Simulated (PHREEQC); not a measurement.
0.1 mol of Zn3(PO4)2:4w (Zn3(PO4)2:4H2O) is brought to equilibrium with 1 kg of water, with rising amounts of Cs2CO3, at 25 °C. Oxygen alone is held at its pressure in air (log pO2 = -0.68). CO2 from the air is kept out. The run lets Zn3(PO4)2:4w, Zn(OH)2-e, Smithsonite precipitate or redissolve, and no other solid.

Model: ion-association model, wateq4f.dat, run in PHREEQC.

Predict pH at Cs2CO3 added (mol) = 0.00625, 0.00833, 0.0125, 0.0187.


```csv
Cs2CO3 added (mol),pH
0.00625,9.09
0.00833,9.13
0.0125,9.20
0.0187,9.26
```

H3PO4, which wateq4f.dat lacks, is added to it with the constant of phreeqc.dat. The database has no phosphate complexes of Zn. The database's zinc carbonate complexes are estimates, stronger than later reviews accept.
